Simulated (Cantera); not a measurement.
What does this Cantera script print?

```python
import numpy as np
import cantera as ct

gas = ct.Solution("gri30.yaml")
gas.TPX = 2450, 7000, {'CH4': 0.025, 'H2': 1, 'N2': 0.015}
reactor = ct.IdealGasConstPressureReactor(gas, energy="off", clone=False)
net = ct.ReactorNet([reactor])
net.rtol, net.atol = 1e-08, 1e-18
show = ['CH4', 'H2', 'C2H4', 'C2H6', 'C2H', 'C2H2']
times = np.geomspace(0.0003, 60, 9)

steps = ct.SolutionArray(gas, extra=["t"])
rows = []
print(f"{'t/s':>10s}{'T/K':>9s}{'P/Pa':>11s}" + "".join(f"{s:>11s}" for s in show))
for t in times:
    while net.time < t:
        t_next = net.step()
        steps.append(gas.state, t=t_next)
    rows.append([np.interp(t, steps.t, y) for y in (steps.T, steps.P, *steps(*show).X.T)])
    print(f"{t:10.3e}{rows[-1][0]:9.1f}{rows[-1][1]:11.4g}" + "".join(f"{x:11.3e}" for x in rows[-1][2:]))
rate = np.gradient(steps.T, steps.t)
print("integrator steps:", len(steps.t))
if steps.T.max() > steps.T[0] + 200:
    print(f"time of steepest temperature rise: {steps.t[rate.argmax()]:.4e} s")
gas.TPX = 2450, 7000, {'CH4': 0.025, 'H2': 1, 'N2': 0.015}
gas.equilibrate("TP")
print(f"equilibrium (TP): T = {gas.T:.1f} K  " + "  ".join(f"{s} {gas[s].X[0]:.3e}" for s in show))
```

Result:

```
       t/s      T/K       P/Pa        CH4         H2       C2H4       C2H6        C2H       C2H2
 3.000e-04   2450.0       7000  1.393e-02  9.458e-01  1.200e-04  1.923e-06  2.729e-06  2.152e-03
 1.380e-03   2450.0       7000  2.032e-03  9.411e-01  9.017e-06  6.861e-08  2.141e-05  9.870e-03
 6.344e-03   2450.0       7000  1.534e-04  9.307e-01  1.195e-06  5.134e-10  3.423e-05  1.129e-02
 2.917e-02   2450.0       7000  1.724e-05  9.134e-01  7.552e-07  8.846e-12  4.895e-05  1.130e-02
 1.342e-01   2450.0       7000  1.043e-05  9.026e-01  6.159e-07  3.791e-12  5.793e-05  1.122e-02
 6.170e-01   2450.0       7000  1.039e-05  9.024e-01  6.110e-07  3.763e-12  5.774e-05  1.115e-02
 2.837e+00   2450.0       7000  1.037e-05  9.024e-01  5.980e-07  3.747e-12  5.651e-05  1.092e-02
 1.305e+01   2450.0       7000  1.019e-05  9.024e-01  5.588e-07  3.604e-12  5.280e-05  1.020e-02
 6.000e+01   2450.0       7000  9.608e-06  9.024e-01  4.829e-07  3.200e-12  4.562e-05  8.814e-03
integrator steps: 1656
equilibrium (TP): T = 2450.0 K  CH4 9.130e-06  H2 9.024e-01  C2H4 4.194e-07  C2H6 2.881e-12  C2H 3.962e-05  C2H2 7.653e-03
```

Cantera simulation using GRI-Mech 3.0 (53 species, 325 reactions); the numbers are that mechanism's predictions, not measurements. GRI-Mech 3.0 stops at C3 and has no aromatics, soot or wall deposition, so with more carbon than oxygen in the feed, carbon stays in small species such as C2H2 where larger ones or solid carbon would form.
